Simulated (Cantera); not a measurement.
Cantera run, input and output.

```python
import numpy as np
import cantera as ct

gas = ct.Solution("gri30.yaml", transport_model="multicomponent")
show = ['O', 'NH3', 'CO2']

rows = []
print(f"{'T/K':>7s}{'rho':>11s}{'cp':>10s}{'mu':>11s}{'lambda':>11s}{'Pr':>7s}" + "".join(f"{'D_' + s:>11s}" for s in show))
for T in [400, 500, 600, 700, 800, 900, 1000, 1100]:
    gas.TPX = T, 28, {'NO': 0.47, 'CO2': 0.51, 'N2': 0.67}
    Pr = gas.cp_mass * gas.viscosity / gas.thermal_conductivity
    D = [gas.mix_diff_coeffs_mole[gas.species_index(s)] for s in show]
    rows.append([gas.density, gas.cp_mass, gas.viscosity, gas.thermal_conductivity, Pr, *D])
    print(f"{T:7g}{gas.density:11.4e}{gas.cp_mass:10.1f}{gas.viscosity:11.4e}"
          f"{gas.thermal_conductivity:11.4e}{Pr:7.3f}" + "".join(f"{d:11.4e}" for d in D))
print("SI units: kg/m3, J/kg/K, Pa s, W/m/K, m2/s")
```

Result:

```
    T/K        rho        cp         mu     lambda     Pr        D_O      D_NH3      D_CO2
    400 2.8225e-04     990.3 2.1618e-05 3.0243e-02  0.708 1.7846e-01 1.2397e-01 9.5589e-02
    500 2.2580e-04    1029.4 2.5641e-05 3.7091e-02  0.712 2.6220e-01 1.8882e-01 1.4201e-01
    600 1.8817e-04    1066.4 2.9315e-05 4.3773e-02  0.714 3.5775e-01 2.6421e-01 1.9517e-01
    700 1.6129e-04    1101.0 3.2724e-05 5.0333e-02  0.716 4.6434e-01 3.4928e-01 2.5456e-01
    800 1.4113e-04    1132.9 3.5926e-05 5.6774e-02  0.717 5.8134e-01 4.4334e-01 3.1984e-01
    900 1.2545e-04    1161.6 3.8958e-05 6.3067e-02  0.718 7.0826e-01 5.4584e-01 3.9068e-01
   1000 1.1290e-04    1186.4 4.1851e-05 6.9153e-02  0.718 8.4470e-01 6.5635e-01 4.6685e-01
   1100 1.0264e-04    1205.8 4.4626e-05 7.4910e-02  0.718 9.9031e-01 7.7448e-01 5.4814e-01
SI units: kg/m3, J/kg/K, Pa s, W/m/K, m2/s
```

Detailed kinetics in Cantera: GRI-Mech 3.0 (53 species, 325 reactions). The composition is frozen, though it would react at the higher temperatures.
